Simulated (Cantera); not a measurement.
Cantera run:

```python
import numpy as np
import cantera as ct

gas_names = [...]  # 116 gases of nasa_gas.yaml made of C, H, Mg, O
cond_names = """
    C(gr) C6H6(L) C7H8(L) C8H18(L),n-octa H2O(s) H2O(L) Mg(cr) Mg(L) MgCO3(s) MgO(s) MgO(L) MgO2H2(s)
""".split()


# ... load() reads the species with a 1 bar reference pressure and builds the phases ...
atoms = {
    'MgCO3': {'Mg': 1, 'C': 1, 'O': 3},
    'CO2': {'C': 1, 'O': 2},
    'H2': {'H': 2},
}
top_T = {'C(gr)': 4500}  # K; cautious upper limits of use, not melting points


# ... equilibrate(T, P, feed) seeds the gas with the atoms and calls Mixture.equilibrate('TP', solver="vcs", rtol=1e-11, max_steps=5000) ...
results = []
T = 1025  # K
P = 750  # Pa
for m in [0.14, 0.19, 0.27, 0.38, 0.53, 0.74, 1, 1.5]:
    feed = {'MgCO3': 1, 'CO2': 7.6, 'H2': m}  # mol
    mix = equilibrate(T, P, feed)
    results.append((T, P, feed, dict(zip(mix.species_names, mix.species_moles))))

top = {s: max(r[3][s] / sum(r[3][g] for g in gas_names) for r in results) for s in gas_names}
cols = sorted((s for s in top if top[s] > 0.0001), key=lambda s: -top[s])[:6]
seen = [c for c in cond_names if any(r[3].get(c, 0) > 1e-12 for r in results)]
print("log10 of partial pressures in bar; condensed amounts in mol")
print(f"{'n(H2)':>10s}" + "".join(f"{s[:9]:>10s}" for s in cols + seen))
for T, P, feed, n in results:
    ng = sum(n[g] for g in gas_names)
    print(f"{feed['H2']:10.4g}" + "".join(f"{np.log10(max(n[s] / ng * P / 1e5, 1e-99)):10.3f}" for s in cols)
          + "".join(f"{n.get(c, 0):10.4g}" for c in seen))
```

Result:

```
log10 of partial pressures in bar; condensed amounts in mol
     n(H2)       CO2        CO       H2O        H2    MgO(s)
      0.14    -2.139    -3.929    -3.929    -5.607         1
      0.19    -2.144    -3.802    -3.802    -5.348         1
      0.27    -2.152    -3.659    -3.659    -5.053         1
      0.38    -2.162    -3.522    -3.522    -4.770         1
      0.53    -2.176    -3.394    -3.394    -4.499         1
      0.74    -2.196    -3.271    -3.271    -4.233         1
         1    -2.219    -3.167    -3.167    -4.001         1
       1.5    -2.262    -3.038    -3.038    -3.702         1
```

Cantera equilibrium calculation (NASA polynomials, part measured and part estimated; ideal gas, pure solids and liquids).
